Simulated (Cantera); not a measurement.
Feed: 1 mol Si₂H₆, 15 mol N₂O, 20 mol N₂, 20 mol H₂O, at 598 K and 0.0420 bar.

These are equilibrium values from Cantera (NASA tables, ideal gas, pure condensed phases), not measurements of a reactor. Candidate condensed phases: H₂O, Si, SiO₂, Si₂N₂O, Si₃N₄; 35 gas species. The feed counts by its element totals alone. Equilibrium is a limit: real reactors are often held back by kinetics, nucleation or transport.

Task: What is the equilibrium state?

Result: 
```
Item                                  Value
--------------------------------  ---------
x(N₂)                                 0.565
x(H₂O)                                0.371
x(O₂)                                0.0645
n(SiO₂(α-quartz))                  2.00 mol
gas amount                        62.00 mol
log10 activity of Si(s) (absent)     -67.46
```
